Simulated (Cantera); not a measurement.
A perfectly stirred reactor is fed with CH₄ : H₂ : CO₂ = 0.041 : 1 : 0.018 (molar parts), at 8.25 Torr; it is held at 2350 K, and followed from long to short residence time.

Model: GRI-Mech 3.0 (53 species, 325 reactions), integrated in Cantera. GRI-Mech 3.0 stops at C3 and has no aromatics, soot or wall deposition, so with more carbon than oxygen in the feed, carbon stays in small species such as C2H2 where larger ones or solid carbon would form. Radical loss at walls, strong at low pressure, is not modelled.

x: mole fraction; the columns are a selection and need not sum to one.

| τ (s) | x CH₄ | x H₂ | x CO₂ | x HCO | x C₂H₆ | x C₂H | x OH |
|---|---|---|---|---|---|---|---|
| 0.72 | 0.000267 | 0.908 | 1.78e-5 | 1.49e-8 | 1.26e-9 | [?] | 9.45e-6 |
| 0.28 | 0.000713 | 0.919 | 5.93e-5 | 3.35e-8 | 7.17e-9 | [?] | 2.24e-5 |
| 0.11 | 0.00164 | 0.924 | 0.000169 | 7.54e-8 | 3.09e-8 | [?] | 3.81e-5 |
| 0.041 | 0.00365 | 0.926 | 0.000497 | 1.45e-7 | 1.23e-7 | [?] | 4.81e-5 |
| 0.016 | 0.00739 | 0.927 | 0.00140 | 2.22e-7 | 4.09e-7 | [?] | 4.66e-5 |
| 0.0061 | 0.0140 | 0.928 | 0.00379 | 2.93e-7 | 1.15e-6 | [?] | 3.66e-5 |
| 0.0023 | 0.0234 | 0.931 | 0.00856 | 3.07e-7 | 2.24e-6 | [?] | 2.15e-5 |

Question: Complete the blanks.

Answer: 
- 0.72, x C₂H: 2.88e-5
- 0.28, x C₂H: 2.29e-5
- 0.11, x C₂H: 2.00e-5
- 0.041, x C₂H: 1.71e-5
- 0.016, x C₂H: 1.29e-5
- 0.0061, x C₂H: 7.63e-6
- 0.0023, x C₂H: 2.71e-6
